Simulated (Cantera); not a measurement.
A diamond (100) surface in a fixed gas of H2 with x(CH4) = 0.0074, x(H) = 0.0078, x(CH3) = 3e-05, 0.200 bar; coverages are run to steady state.

Computed with Cantera and the Harris–Goodwin 1993 mechanism for the reconstructed diamond (100) surface.

θ: site fractions in the mechanism's names (c6HH fully hydrogenated, c6H* and c6*H radical sites, c6** diradical, c6HM methylated).

```tsv
T (K)	growth (µm/h)	θ c6HH	θ c6H*	θ c6*H	θ c6**	θ c6HM
900	1.88	0.689	0.0107	0.292	0.00440	0.00324
975	___	___	___	___	___	___
1050	3.86	0.552	0.0232	0.409	0.0136	0.00168
1125	4.72	0.492	0.0307	0.454	0.0209	0.00117
1200	4.67	___	___	0.490	___	___
1275	3.48	0.395	0.0467	0.517	0.0407	0.000300
1350	2.38	0.357	0.0546	0.535	0.0525	9.85e-5
```

Question: Some entries are withheld; supply them.

Answer: 
- 975, growth (µm/h): 2.82
- 975, θ c6HH: 0.618
- 975, θ c6H*: 0.0164
- 975, θ c6*H: 0.354
- 975, θ c6**: 0.00813
- 975, θ c6HM: 0.00232
- 1200, θ c6HH: 0.440
- 1200, θ c6H*: 0.0387
- 1200, θ c6**: 0.0300
- 1200, θ c6HM: 0.000693
